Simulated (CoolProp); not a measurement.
Vapour-liquid equilibrium of methanol (1) + dimethyl carbonate (2) at 110.35 °C; x and y are mole fractions of (1).

Model: multi-fluid Helmholtz-energy mixture model, de Reuck 1993 and Zhou 2011; pair parameters Bell 2016, in CoolProp.

```tsv
x	bubble pressure (kPa)	y at the bubble point	dew pressure at overall composition x (kPa)	liquid density (mol/L)
0.05	228.1	___	194.2	___
0.2	322.3	0.497	225.7	___
0.35	___	___	267.4	12.74
0.5	425.8	0.708	___	14.08
0.65	455.1	___	396.2	15.76
0.8	___	0.848	463.6	17.91
0.95	486.0	0.951	486.0	20.70
```

Q: Fill in the missing entries.

A: 
- 0.05, y at the bubble point: 0.210
- 0.05, liquid density (mol/L): 10.75
- 0.2, liquid density (mol/L): 11.65
- 0.35, bubble pressure (kPa): 384.2
- 0.35, y at the bubble point: 0.627
- 0.5, dew pressure at overall composition x (kPa): 323.4
- 0.65, y at the bubble point: 0.775
- 0.8, bubble pressure (kPa): 475.8

No azeotrope shows between x = 0.05 and 0.95.

The pair parameters rest on a limited set of measurements; away from them the model extrapolates.
